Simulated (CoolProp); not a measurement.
n-perfluorohexane at several states: density (kg/m³) from the reference equation and from simpler models built on Tc = 448.0 K, pc = 1.742 MPa, ω = 0.497; each cubic takes its own stable root.

Computed with CoolProp (reference Helmholtz-energy equation of state, Gao 2022).

| T (K) | p (MPa) | phase | reference |
|---|---|---|---|
| 406.3 | 0.0267 | gas | 2.692 |
| 212.6 | 2.18 | liquid | 1920 |
| 338.3 | 0.533 | liquid | 1555 |
| 435.4 | 0.033 | gas | 3.104 |
| 385.7 | 0.0205 | gas | 2.176 |

Task: How far does each simpler model (van der Waals, Redlich-Kwong, Peng-Robinson) lie from the reference over these 5 states: mean and median of the absolute difference, and the worst?

Result: 
- van der Waals: mean 18.0 %, median 0.2 %, worst -44.9 % at 338.3 K and 0.533 MPa
- Redlich-Kwong: mean 7.8 %, median 0.1 %, worst -20.7 % at 338.3 K and 0.533 MPa
- Peng-Robinson: mean 1.4 %, median 0.1 %, worst -4.5 % at 212.6 K and 2.18 MPa
